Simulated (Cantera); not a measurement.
## Equilibrium for calcination and drying: CaCO₃ + H₂ + H₂O

Input: 1 mol CaCO₃, 5.7 mol H₂, 0.045 mol H₂O, held at 602 °C and 1.00 Torr.

Equilibrium computed with Cantera from the NASA thermochemical tables; the gas is ideal and each condensed phase is pure. Candidate condensed phases: C, C₆H₆, C₇H₈, C₈H₁₈, Ca, CaCO₃, CaO, Ca(OH)₂, H₂O; 115 gas species. The numbers say what is thermodynamically allowed, not how fast it happens.

| Property | Result |
|---|---|
| x(H₂) | 0.739 |
| x(H₂O) | 0.112 |
| x(CO) | 0.106 |
| x(CO₂) | 0.0425 |
| x(CH₄) | 1.20e-6 |
| n(CaO(s)) | 1.00 mol |
| gas amount | 6.745 mol |
| log10 activity of C(graphite) (absent) | -2.42 |
| log10 activity of Ca(OH)₂(s) (absent) | -4.42 |
| log10 activity of Ca(s) (absent) | -19.68 |
